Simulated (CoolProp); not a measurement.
Saturated liquid density (kg/m³) of ethane: the reference equation beside estimates from Tc = 32.2 °C, pc = 4.872 MPa, ω = 0.099. Rackett uses Z = 0.29056 − 0.08775 ω.

The numbers come from the reference Helmholtz-energy equation of state, Bücker 2006 in CoolProp.

| T (°C) | reference | Rackett | van der Waals | Redlich-Kwong | Soave-Redlich-Kwong | Peng-Robinson |
|---|---|---|---|---|---|---|
| -95.45 | 552.3 | 549.3 | 360.0 | 531.0 | 532.5 | 601.0 |
| -85.75 | 540.3 | 537.4 | 352.4 | 517.8 | 520.1 | 587.6 |
| -75.95 | 527.7 | 524.8 | 344.2 | 503.6 | 506.8 | 573.0 |
| -66.15 | 514.6 | 511.7 | 335.6 | 488.5 | 492.4 | 557.3 |
| -56.35 | 500.9 | 498.1 | 326.5 | 472.4 | 477.0 | 540.3 |
| -46.55 | 486.5 | 483.7 | 316.8 | 455.0 | 460.3 | 521.7 |
| -36.85 | 471.4 | 468.6 | 306.5 | 436.6 | 442.3 | 501.6 |
| -27.05 | 455.0 | 452.3 | 295.2 | 416.4 | 422.5 | 479.2 |
| -17.25 | 437.1 | 434.6 | 283.0 | 394.2 | 400.6 | 454.2 |
| -7.45 | 417.3 | 415.0 | 269.3 | 369.7 | 376.1 | 426.0 |
| 2.25 | 394.8 | 393.0 | 254.0 | 342.3 | 348.4 | 393.8 |
| 12.05 | 367.5 | 366.5 | 235.7 | 309.8 | 315.2 | 355.0 |

Absolute difference from the reference over all 12 rows, mean and median: Rackett 0.5 and 0.6 %, van der Waals 35.1 and 34.9 %, Redlich-Kwong 8.0 and 6.9 %, Soave-Redlich-Kwong 6.9 and 5.8 %, Peng-Robinson 5.9 and 6.8 %.
